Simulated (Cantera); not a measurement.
Input: 1 mol Ta(OEt)₅, 0.041 mol O₂, 0.51 mol H₂O, equilibrated at 59.0 Pa.

These are equilibrium values from Cantera (NASA tables, ideal gas, pure condensed phases), not measurements of a reactor. Candidate condensed phases: C, C₆H₆, C₇H₈, C₈H₁₈, H₂O, Ta, TaC, Ta₂O₅; 113 gas species. The feed counts by its element totals alone. TaC: taken at fixed stoichiometry. Condensed phases not in the tables: Ta₂C. Rates play no part.

log p: log10 of the partial pressure in bar; n: condensed amount in mol.

```json
[
 {"T (K)": "900", "log p H₂": "-3.32", "log p CO": "-3.95", "log p H": "-11.59", "log p H₂O": "-6.88", "log p CO₂": "-7.15", "n C(graphite)": "6.91", "n Ta₂O₅(s)": "0.500", "n TaC(s)": "0"},
 {"T (K)": "975", "log p H₂": "-3.38", "log p CO": "-3.75", "log p H": "-10.63", "log p H₂O": "-7.36", "log p CO₂": "-7.52", "n C(graphite)": "3.41", "n Ta₂O₅(s)": "0", "n TaC(s)": "1.00"},
 {"T (K)": "1050", "log p H₂": "-3.38", "log p CO": "-3.75", "log p H": "-9.78", "log p H₂O": "-7.88", "log p CO₂": "-8.17", "n C(graphite)": "3.41", "n Ta₂O₅(s)": "0", "n TaC(s)": "1.00"},
 {"T (K)": "1125", "log p H₂": "-3.38", "log p CO": "-3.75", "log p H": "-9.04", "log p H₂O": "-8.33", "log p CO₂": "-8.74", "n C(graphite)": "3.41", "n Ta₂O₅(s)": "0", "n TaC(s)": "1.00"},
 {"T (K)": "1200", "log p H₂": "-3.38", "log p CO": "-3.75", "log p H": "-8.40", "log p H₂O": "-8.72", "log p CO₂": "-9.23", "n C(graphite)": "3.41", "n Ta₂O₅(s)": "0", "n TaC(s)": "1.00"},
 {"T (K)": "1275", "log p H₂": "-3.38", "log p CO": "-3.75", "log p H": "…", "log p H₂O": "…", "log p CO₂": "…", "n C(graphite)": "3.41", "n Ta₂O₅(s)": "0", "n TaC(s)": "1.00"},
 {"T (K)": "1350", "log p H₂": "-3.38", "log p CO": "-3.75", "log p H": "…", "log p H₂O": "…", "log p CO₂": "…", "n C(graphite)": "3.41", "n Ta₂O₅(s)": "0", "n TaC(s)": "1.00"},
 {"T (K)": "1425", "log p H₂": "-3.38", "log p CO": "-3.75", "log p H": "-6.86", "log p H₂O": "-9.65", "log p CO₂": "-10.38", "n C(graphite)": "3.41", "n Ta₂O₅(s)": "0", "n TaC(s)": "1.00"},
 {"T (K)": "1500", "log p H₂": "-3.38", "log p CO": "-3.75", "log p H": "-6.45", "log p H₂O": "-9.90", "log p CO₂": "-10.68", "n C(graphite)": "3.41", "n Ta₂O₅(s)": "0", "n TaC(s)": "1.00"},
 {"T (K)": "1575", "log p H₂": "-3.39", "log p CO": "-3.75", "log p H": "-6.07", "log p H₂O": "-10.13", "log p CO₂": "-10.95", "n C(graphite)": "3.41", "n Ta₂O₅(s)": "0", "n TaC(s)": "1.00"}
]
```

**Question.** What belongs in the gaps?

**Answer.** 
- 1275, log p H: -7.82
- 1275, log p H₂O: -9.07
- 1275, log p CO₂: -9.66
- 1350, log p H: -7.32
- 1350, log p H₂O: -9.38
- 1350, log p CO₂: -10.04
